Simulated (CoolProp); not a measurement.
Saturation properties of propylene glycol.

The numbers come from the reference Helmholtz-energy equation of state, Eisenbach 2021 in CoolProp.

```json
[
 {"T (°C)": "233.25", "p (MPa)": "…", "liquid density (kg/m³)": "843.2", "vapour Z": "0.9495"},
 {"T (°C)": "235.15", "p (MPa)": "0.3675", "liquid density (kg/m³)": "841.0", "vapour Z": "0.9477"},
 {"T (°C)": "237.05", "p (MPa)": "0.3848", "liquid density (kg/m³)": "838.8", "vapour Z": "0.9459"},
 {"T (°C)": "238.95", "p (MPa)": "0.4028", "liquid density (kg/m³)": "836.5", "vapour Z": "0.9441"},
 {"T (°C)": "240.95", "p (MPa)": "…", "liquid density (kg/m³)": "834.1", "vapour Z": "0.9421"},
 {"T (°C)": "242.85", "p (MPa)": "0.4418", "liquid density (kg/m³)": "831.8", "vapour Z": "…"},
 {"T (°C)": "244.75", "p (MPa)": "0.4618", "liquid density (kg/m³)": "829.5", "vapour Z": "0.9382"},
 {"T (°C)": "246.65", "p (MPa)": "…", "liquid density (kg/m³)": "827.2", "vapour Z": "0.9362"},
 {"T (°C)": "248.65", "p (MPa)": "…", "liquid density (kg/m³)": "824.7", "vapour Z": "0.9341"},
 {"T (°C)": "250.55", "p (MPa)": "0.5277", "liquid density (kg/m³)": "822.4", "vapour Z": "…"},
 {"T (°C)": "252.45", "p (MPa)": "…", "liquid density (kg/m³)": "…", "vapour Z": "0.9298"},
 {"T (°C)": "254.35", "p (MPa)": "0.5748", "liquid density (kg/m³)": "817.6", "vapour Z": "0.9276"},
 {"T (°C)": "256.35", "p (MPa)": "0.6009", "liquid density (kg/m³)": "815.1", "vapour Z": "0.9252"},
 {"T (°C)": "258.25", "p (MPa)": "0.6265", "liquid density (kg/m³)": "812.7", "vapour Z": "0.9229"}
]
```

Question: What belongs in the gaps?

Answer: 
- 233.25, p (MPa): 0.3508
- 240.95, p (MPa): 0.4224
- 242.85, vapour Z: 0.9402
- 246.65, p (MPa): 0.4826
- 248.65, p (MPa): 0.5053
- 250.55, vapour Z: 0.9320
- 252.45, p (MPa): 0.5508
- 252.45, liquid density (kg/m³): 820.0

It boils at 188.1 °C under 1 atm.
